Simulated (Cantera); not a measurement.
Charge: 1 mol SiCl4, 1.9 mol Cl2, 3 mol H2, 0.95 mol HCl, held at 875 K and 7.30 bar.

Method: chemical equilibrium by Gibbs-energy minimisation in Cantera with the NASA 1993 tables (ideal gas, pure condensed phases). Candidate condensed phases: Si; 19 gas species. Kinetics and transport are ignored.

### Question
What is the equilibrium state?

### Answer
```json
{
  "x(HCl)": "0.694",
  "x(H2)": "0.161",
  "x(SiCl4)": "0.146",
  "x(SiHCl3)": "7.39e-5",
  "gas_amount": "6.850 mol",
  "log10 activity of Si(s) (absent)": "-11.43"
}
```
